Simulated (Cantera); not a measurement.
Cantera run, input and output.

```python
import numpy as np
import cantera as ct

gas = ct.Solution("gri30.yaml")
gas.TPX = 700, 500000, {'C2H4': 1, 'O2': 2.14, 'N2': 8.06, 'H2O': 3}
flame = ct.FreeFlame(gas, width=0.013)
flame.set_refine_criteria(ratio=3, slope=0.08, curve=0.16)
flame.transport_model = "mixture-averaged"
flame.solve(loglevel=0, auto=True)
flame.transport_model = "multicomponent"
flame.soret_enabled = False
flame.solve(loglevel=0, refine_grid=True)
z, T = flame.grid, flame.T
thick = (T[-1] - T[0]) / np.gradient(T, z).max()
show = ['C2H4', 'O2', 'H2O', 'CH2CO', 'CH4', 'HCN']
print(f"laminar burning velocity  {flame.velocity[0] * 100:.3f} cm/s")
print(f"burnt temperature         {T[-1]:.1f} K")
print(f"thermal thickness         {thick * 1e3:.4f} mm")
print(f"grid points               {len(z)}")
z0 = z[flame.heat_release_rate.argmax()]
print(f"{'z/mm':>9s}{'T/K':>9s}{'u/(m/s)':>9s}" + "".join(f"{s:>11s}" for s in show))
rows = []
for k in (-3, -2, -1.5, -1, -0.5, -0.25, 0, 0.25, 0.5, 1, 2, 4, 8):
    zz = z0 + k * thick
    rows.append([k * thick, np.interp(zz, z, T), np.interp(zz, z, flame.velocity),
                 *(np.interp(zz, z, flame.X[gas.species_index(s)]) for s in show)])
    print(f"{rows[-1][0] * 1e3:9.3f}{rows[-1][1]:9.1f}{rows[-1][2]:9.3f}" + "".join(f"{x:11.3e}" for x in rows[-1][3:]))
```

Result:

```
laminar burning velocity  127.700 cm/s
burnt temperature         2158.5 K
thermal thickness         0.0892 mm
grid points               130
     z/mm      T/K  u/(m/s)       C2H4         O2        H2O      CH2CO        CH4        HCN
   -0.268    700.2    1.279  7.034e-02  1.505e-01  2.110e-01  7.128e-08  7.770e-07  5.278e-11
   -0.178    701.7    1.284  7.018e-02  1.501e-01  2.107e-01  7.696e-07  5.477e-06  4.917e-10
   -0.134    705.8    1.295  6.996e-02  1.494e-01  2.105e-01  3.662e-06  1.840e-05  2.065e-09
   -0.089    732.3    1.351  6.906e-02  1.467e-01  2.114e-01  3.809e-05  1.022e-04  1.709e-08
   -0.045    927.9    1.739  6.103e-02  1.287e-01  2.226e-01  7.452e-04  7.658e-04  2.291e-07
   -0.022   1228.0    2.340  4.298e-02  9.860e-02  2.416e-01  2.904e-03  1.965e-03  8.126e-07
    0.000   1572.0    3.053  1.836e-02  6.058e-02  2.645e-01  4.129e-03  3.091e-03  2.376e-06
    0.022   1812.4    3.559  4.452e-03  3.303e-02  2.791e-01  1.904e-03  2.538e-03  5.726e-06
    0.045   1955.8    3.850  6.329e-04  1.677e-02  2.855e-01  4.796e-04  1.376e-03  1.003e-05
    0.089   2070.8    4.060  8.396e-06  4.070e-03  2.856e-01  3.752e-05  2.765e-04  1.329e-05
    0.178   2118.1    4.129  7.836e-08  4.878e-04  2.809e-01  2.022e-06  2.070e-05  9.456e-06
    0.357   2138.8    4.160  3.386e-09  1.056e-04  2.795e-01  9.764e-08  1.323e-06  5.061e-06
    0.714   2150.1    4.179  2.970e-10  3.459e-05  2.801e-01  6.667e-09  1.479e-07  2.656e-06
```

Cantera simulation using GRI-Mech 3.0 (53 species, 325 reactions); the numbers are that mechanism's predictions, not measurements. GRI-Mech 3.0 was tuned for natural gas; its chemistry of ethylene as a main component is partial and can be far from experiment. Burning velocities carry a grid error of a few per cent, more on coarse grids.
